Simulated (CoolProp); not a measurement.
R410A along the isotherm 500 K: Z from the reference equation and from simpler models built on Tc = 344.5 K, pc = 4901 kPa, ω = 0.296; each cubic takes its own stable root.

Computed with CoolProp (reference Helmholtz-energy equation of state, Lemmon 2003). It is a pseudo-pure fit of the blend.

```csv
p (kPa),phase,reference,van der Waals,Redlich-Kwong,Soave-Redlich-Kwong
1630,gas,0.9702,0.9614,0.9641,0.9764
3270,gas,0.9413,0.9215,0.9288,0.9543
4900,gas,0.9138,0.8811,0.8951,0.9345
6530,supercritical,0.8879,0.8407,0.8635,0.9172
8170,supercritical,0.8638,(withheld),0.8348,0.9027
9800,supercritical,0.8423,0.7675,0.8105,0.8916
11400,supercritical,0.8241,0.7420,0.7916,0.8839
13100,supercritical,0.8086,0.7271,0.7778,0.8796
14700,supercritical,0.7980,0.7250,0.7707,0.8788
16300,supercritical,0.7913,0.7328,0.7690,0.8812
18000,supercritical,0.7884,0.7490,0.7725,(withheld)
19600,supercritical,0.7891,0.7695,0.7798,0.8947
21200,supercritical,(withheld),0.7933,0.7904,0.9048
22900,supercritical,0.7996,0.8213,0.8043,0.9175
24500,supercritical,0.8083,0.8493,0.8195,0.9310
```

Q: What belongs in the gaps?

A: 
- 8170, van der Waals: 0.8017
- 18000, Soave-Redlich-Kwong: 0.8869
- 21200, reference: 0.7928
